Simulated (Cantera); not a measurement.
Feed: 1 mol C2H4, 0.62 mol CO2, 10 mol H2, at 10.0 mbar.

Equilibrium computed with Cantera from the NASA thermochemical tables; the gas is ideal and each condensed phase is pure. Candidate condensed phases: C, C6H6, C7H8, C8H18, H2O; 110 gas species. Equilibrium is a limit: real reactors are often held back by kinetics, nucleation or transport.

**Question.** At 2375 K, list the 5 most abundant gas species with their mole fractions, and the condensed phases.

**Answer.** H2 0.783, H 0.125, CO 0.0878, C2H2 (acetylene) 0.00486, C2H 4.20e-5. Condensed: C(graphite).
